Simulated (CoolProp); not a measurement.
The fluoroketone C6F12O (FK-5-1-12) at 298.15 K and 0.0109 MPa is throttled through a valve to 0.00565 MPa with no heat exchange. Each further row changes one setting.

Model: reference Helmholtz-energy equation of state, McLinden 2015, in CoolProp.

```
case                         temperature change (K)  final density (kg/m³)
---------------------------  ----------------------  ---------------------
as stated                                      -0.1                  0.724
outlet pressure 0.00169 MPa                    -0.3                  0.216
outlet pressure 0.00734 MPa                    -0.1                  0.942
```
